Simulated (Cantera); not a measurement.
Hydrocarbon pyrolysis for carbon deposition

A perfectly stirred reactor is fed with C2H6 : N2 = 1 : 1.7 (molar parts), at 13300 Pa; it is held at 1748 K, and followed from long to short residence time.

Model: GRI-Mech 3.0 (53 species, 325 reactions), integrated in Cantera. GRI-Mech 3.0 stops at C3 and has no aromatics, soot or wall deposition, so with more carbon than oxygen in the feed, carbon stays in small species such as C2H2 where larger ones or solid carbon would form.

| τ (s) | x C2H6 | x HCN | x CH4 | x C2H | x C2H2 |
|---|---|---|---|---|---|
| 9.4 | 2.32e-6 | 2.44e-5 | 0.00700 | 1.52e-6 | 0.210 |
| 2.8 | 7.40e-6 | 1.41e-5 | 0.0116 | 1.63e-6 | 0.209 |
| 0.84 | 2.30e-5 | 9.11e-6 | 0.0182 | 1.83e-6 | 0.207 |
| 0.25 | 7.04e-5 | 6.33e-6 | 0.0275 | 2.13e-6 | 0.204 |
| 0.075 | 0.000211 | 4.49e-6 | 0.0402 | 2.52e-6 | 0.199 |
| 0.022 | 0.000646 | 3.04e-6 | 0.0581 | 2.99e-6 | 0.192 |
| 0.0067 | 0.00192 | 1.98e-6 | 0.0802 | 3.48e-6 | 0.179 |
| 0.0020 | 0.00582 | 1.24e-6 | 0.104 | 3.93e-6 | 0.158 |
| 0.00060 | 0.0177 | 7.77e-7 | 0.121 | 4.00e-6 | 0.123 |
| 0.00018 | 0.0524 | 4.86e-7 | 0.112 | 3.14e-6 | 0.0732 |
x: mole fraction; the columns are a selection and need not sum to one.
